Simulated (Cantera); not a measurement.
**Stirred combustor or abatement burner**

A perfectly stirred reactor is fed with CH4 : O2 : N2 = 0.61 : 4.17 : 15.7 (molar parts), equivalence ratio 0.29, at 1.00 bar; it is adiabatic with a 650 K inlet, and is followed from long to short residence time, starting on the burning branch (τ in s: 0.023, 0.012, 0.0059, 0.003, 0.0015, 0.00077, 0.00039, 0.0002, 0.0001, 5.1e-05, 2.6e-05, 1.3e-05).

Model: GRI-Mech 3.0 (53 species, 325 reactions), integrated in Cantera.

```json
[
 {"τ (s)": "0.023", "T (K)": "1331", "x CH4": "0.000159", "x O2": "0.145", "x CO": "0.00163", "x HCO": "3.39e-8", "x NO": "1.80e-7", "x CH2O": "1.18e-5"},
 {"τ (s)": "0.012", "T (K)": "1318", "x CH4": "0.000271", "x O2": "0.146", "x CO": "0.00277", "x HCO": "6.67e-8", "x NO": "1.11e-7", "x CH2O": "2.03e-5"},
 {"τ (s)": "0.0059", "T (K)": "650", "x CH4": "0.0298", "x O2": "0.204", "x CO": "<1e-12", "x HCO": "<1e-12", "x NO": "<1e-12", "x CH2O": "<1e-12"},
 {"τ (s)": "0.0030", "T (K)": "650", "x CH4": "0.0298", "x O2": "0.204", "x CO": "<1e-12", "x HCO": "<1e-12", "x NO": "<1e-12", "x CH2O": "<1e-12"},
 {"τ (s)": "0.0015", "T (K)": "650", "x CH4": "0.0298", "x O2": "0.204", "x CO": "<1e-12", "x HCO": "<1e-12", "x NO": "<1e-12", "x CH2O": "<1e-12"},
 {"τ (s)": "0.00077", "T (K)": "650", "x CH4": "0.0298", "x O2": "0.204", "x CO": "<1e-12", "x HCO": "<1e-12", "x NO": "<1e-12", "x CH2O": "<1e-12"},
 {"τ (s)": "0.00039", "T (K)": "650", "x CH4": "0.0298", "x O2": "0.204", "x CO": "<1e-12", "x HCO": "<1e-12", "x NO": "<1e-12", "x CH2O": "<1e-12"},
 {"τ (s)": "0.00020", "T (K)": "650", "x CH4": "0.0298", "x O2": "0.204", "x CO": "<1e-12", "x HCO": "<1e-12", "x NO": "<1e-12", "x CH2O": "<1e-12"},
 {"τ (s)": "0.00010", "T (K)": "650", "x CH4": "0.0298", "x O2": "0.204", "x CO": "<1e-12", "x HCO": "<1e-12", "x NO": "<1e-12", "x CH2O": "<1e-12"},
 {"τ (s)": "5.1e-5", "T (K)": "650", "x CH4": "0.0298", "x O2": "0.204", "x CO": "<1e-12", "x HCO": "<1e-12", "x NO": "<1e-12", "x CH2O": "<1e-12"},
 {"τ (s)": "2.6e-5", "T (K)": "650", "x CH4": "0.0298", "x O2": "0.204", "x CO": "<1e-12", "x HCO": "<1e-12", "x NO": "<1e-12", "x CH2O": "<1e-12"},
 {"τ (s)": "1.3e-5", "T (K)": "650", "x CH4": "0.0298", "x O2": "0.204", "x CO": "<1e-12", "x HCO": "<1e-12", "x NO": "<1e-12", "x CH2O": "<1e-12"}
]
```
x: mole fraction; the columns are a selection and need not sum to one.
